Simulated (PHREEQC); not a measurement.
Make-up at 20 °C: 0.23 mol/kgw BaCl2 and 0.014 mol/kgw NaCl. Closed to the air; pH follows from the charge balance.

Equilibrium calculation in PHREEQC: ion-association model, phreeqc.dat.

This is a speciation only: nothing precipitates in the calculation.

Estimate the activity of water.

activity of water 0.988.

Ionic strength above about 0.7 mol/kgw puts this run outside the model's range.
